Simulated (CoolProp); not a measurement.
A single-stage vapour-compression cycle with R236FA: evaporating at 299.15 K (dew point), condensing at 367.15 K (bubble point), superheat 2 K, subcooling 8 K, compressor efficiency 0.65, no pressure losses. Each further row changes one setting.

Computed with CoolProp (reference Helmholtz-energy equation of state, Pan 2012).

```tsv
case	cooling COP	pressure ratio	discharge temperature (K)	refrigerating effect (kJ/kg)	volumetric capacity (kJ/m³)
as stated	?	6.06	368.7	66.8	1260
evaporating temperature 304.15 K	1.99	5.15	368.6	70.2	?
condensing temperature 362.15 K	2.01	5.44	363.7	?	1390
subcooling 13 K	1.91	6.06	368.7	74.1	1390
superheat 12 K	?	6.06	377.5	?	1360
compressor efficiency 0.55	1.46	6.06	374.0	66.8	1260
```

Task: Complete the blanks.

Result: 
- as stated, cooling COP: 1.72
- evaporating temperature 304.15 K, volumetric capacity (kJ/m³): 1550
- condensing temperature 362.15 K, refrigerating effect (kJ/kg): 74.0
- superheat 12 K, cooling COP: 1.82
- superheat 12 K, refrigerating effect (kJ/kg): 75.7
